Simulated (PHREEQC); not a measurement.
Dissolve 15 mmol/kgw H3BO3, 0.52 mmol/kgw KOH and 0.076 mmol/kgw LiCl at 25 °C. Closed to the air; pH follows from the charge balance.

Equilibrium calculation in PHREEQC: Pitzer model, pitzer.dat.

Each row changes one thing in this solution. No solid was allowed to form.

```json
[
 {"case": "as made", "pH": "7.78", "ionic strength (mol/kgw)": "0.000596", "B(OH)3 (mol/kgw)": "0.0145", "B(OH)4- (mol/kgw)": "0.000514", "B3O3(OH)4- (mol/kgw)": "5.57e-6", "SI of Sylvite (KCl)": "-8.33"},
 {"case": "diluted 10-fold with water", "pH": "7.79", "ionic strength (mol/kgw)": "5.96e-5", "B(OH)3 (mol/kgw)": "0.00145", "B(OH)4- (mol/kgw)": "5.14e-5", "B3O3(OH)4- (mol/kgw)": "5.55e-9", "SI of Sylvite (KCl)": "-10.31"},
 {"case": "temperature from 25 to 65 °C", "pH": "7.77", "ionic strength (mol/kgw)": "0.000596", "B(OH)3 (mol/kgw)": "0.0145", "B(OH)4- (mol/kgw)": "0.000507", "B3O3(OH)4- (mol/kgw)": "5.50e-6", "SI of Sylvite (KCl)": "-8.63"},
 {"case": "0.00046 mol/kgw NaCl added", "pH": "7.77", "ionic strength (mol/kgw)": "0.00106", "B(OH)3 (mol/kgw)": "0.0145", "B(OH)4- (mol/kgw)": "0.000514", "B3O3(OH)4- (mol/kgw)": "5.57e-6", "SI of Sylvite (KCl)": "[?]"},
 {"case": "temperature from 25 to 5 °C", "pH": "7.78", "ionic strength (mol/kgw)": "0.000596", "B(OH)3 (mol/kgw)": "0.0145", "B(OH)4- (mol/kgw)": "0.000514", "B3O3(OH)4- (mol/kgw)": "5.57e-6", "SI of Sylvite (KCl)": "-8.07"},
 {"case": "temperature from 25 to 70 °C", "pH": "7.77", "ionic strength (mol/kgw)": "0.000596", "B(OH)3 (mol/kgw)": "0.0145", "B(OH)4- (mol/kgw)": "0.000505", "B3O3(OH)4- (mol/kgw)": "5.48e-6", "SI of Sylvite (KCl)": "-8.66"},
 {"case": "temperature from 25 to 80 °C", "pH": "7.76", "ionic strength (mol/kgw)": "0.000596", "B(OH)3 (mol/kgw)": "0.0145", "B(OH)4- (mol/kgw)": "0.000499", "B3O3(OH)4- (mol/kgw)": "5.42e-6", "SI of Sylvite (KCl)": "-8.70"},
 {"case": "diluted 2-fold with water", "pH": "7.78", "ionic strength (mol/kgw)": "0.000298", "B(OH)3 (mol/kgw)": "0.00724", "B(OH)4- (mol/kgw)": "0.000259", "B3O3(OH)4- (mol/kgw)": "6.99e-7", "SI of Sylvite (KCl)": "[?]"}
]
```

Question: Some entries are withheld; supply them.

Answer: 
- 0.00046 mol/kgw NaCl added, SI of Sylvite (KCl): -7.49
- diluted 2-fold with water, SI of Sylvite (KCl): -8.92

At this temperature some constants are extrapolated from 25 °C, and those without enthalpy data are left unchanged.
